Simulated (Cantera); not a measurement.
Charge: 1 mol NaI, 18 mol H2, 75 mol N2, equilibrated at 2175 K.

Equilibrium computed with Cantera from the NASA thermochemical tables; the gas is ideal and each condensed phase is pure. Candidate condensed phases: I2, Na, NaI; 16 gas species. Gases not in the tables: NaBr and NaI dimers. Equilibrium is a limit: real reactors are often held back by kinetics, nucleation or transport.

log p: log10 of the partial pressure in bar; nothing condenses.

```
P (Pa)  log p N2  log p H  log p H2  log p Na  log p I
------  --------  -------  --------  --------  -------
0.100      -6.18    -6.51     -8.39     -8.05    -8.05
0.720      -5.31    -5.70     -6.77     -7.19    -7.19
5.20           ?        ?         ?         ?        ?
37         -3.56    -4.46     -4.30     -5.43    -5.43
270            ?        ?         ?         ?        ?
1900       -1.83    -3.54     -2.46     -3.73    -3.74
14000      -0.96    -3.10     -1.58     -2.97    -3.00
100000     -0.10    -2.67     -0.72     -2.36    -2.43
```

### Question
What belongs in the gaps?

### Answer

- 270, log p N2: -2.68
- 270, log p H: -3.98
- 270, log p H2: -3.35
- 270, log p Na: -4.56
- 270, log p I: -4.56
- 5.20, log p N2: -4.43
- 5.20, log p H: -5.01
- 5.20, log p H2: -5.40
- 5.20, log p Na: -6.30
- 5.20, log p I: -6.31
